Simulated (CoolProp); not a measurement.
Computed with CoolProp (reference Helmholtz-energy equation of state, Lemmon 2006). It is a short technical equation, of lower accuracy than the large ones.

Problem. For nitrous oxide, give the phase and the Z, cp (kJ/(kg K)), fugacity coefficient at 68.15 °C and 4.55 MPa; 68.15 °C and 45.5 MPa; 68.15 °C and 50 MPa.

Solution. 
- 68.15 °C and 4.55 MPa: gas; Z 0.826, cp 1.22, fugacity coefficient 0.847
- 68.15 °C and 45.5 MPa: supercritical; Z 0.800, cp 1.71, fugacity coefficient 0.328
- 68.15 °C and 50 MPa: supercritical; Z 0.862, cp 1.68, fugacity coefficient 0.323
